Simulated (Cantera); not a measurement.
**Pyrogenic steam for wet oxidation**

A perfectly stirred reactor is fed with H₂ : O₂ : N₂ = 0.62 : 1 : 1.1 (molar parts), at 75.0 Torr; it is held at 925 K, and followed from long to short residence time.

Cantera simulation using the H2/O2 subset of GRI-Mech 3.0, which has no nitrogen chemistry; the numbers are that mechanism's predictions, not measurements. Radical loss at walls, strong at low pressure, is not modelled. Below about 950 K walls govern HO2 and H2O2 in real vessels. The temperature is held fixed by assumption; the heat of reaction is taken as removed at once.

```json
[
 {"τ (s)": "0.33", "x H₂": "0.00667", "x O₂": "0.289", "x OH": "8.15e-5", "x HO₂": "4.08e-5", "x H₂O": "0.250"},
 {"τ (s)": "0.15", "x H₂": "0.00935", "x O₂": "0.289", "x OH": "0.000127", "x HO₂": "4.70e-5", "x H₂O": "0.247"},
 {"τ (s)": "0.064", "x H₂": "0.0135", "x O₂": "0.291", "x OH": "0.000202", "x HO₂": "5.34e-5", "x H₂O": "0.242"},
 {"τ (s)": "0.028", "x H₂": "0.0194", "x O₂": "0.293", "x OH": "0.000314", "x HO₂": "5.86e-5", "x H₂O": "0.235"},
 {"τ (s)": "0.012", "x H₂": "0.0280", "x O₂": "0.296", "x OH": "0.000487", "x HO₂": "6.26e-5", "x H₂O": "0.225"},
 {"τ (s)": "0.0054", "x H₂": "0.0396", "x O₂": "0.299", "x OH": "0.000720", "x HO₂": "6.46e-5", "x H₂O": "0.211"},
 {"τ (s)": "0.0024", "x H₂": "0.0558", "x O₂": "0.305", "x OH": "0.00104", "x HO₂": "6.45e-5", "x H₂O": "0.190"},
 {"τ (s)": "0.0010", "x H₂": "0.0803", "x O₂": "0.313", "x OH": "0.00145", "x HO₂": "6.13e-5", "x H₂O": "0.159"},
 {"τ (s)": "0.00046", "x H₂": "0.110", "x O₂": "0.323", "x OH": "0.00176", "x HO₂": "5.51e-5", "x H₂O": "0.121"},
 {"τ (s)": "0.00020", "x H₂": "0.152", "x O₂": "0.338", "x OH": "0.00169", "x HO₂": "4.49e-5", "x H₂O": "0.0696"}
]
```
x: mole fraction; the columns are a selection and need not sum to one.
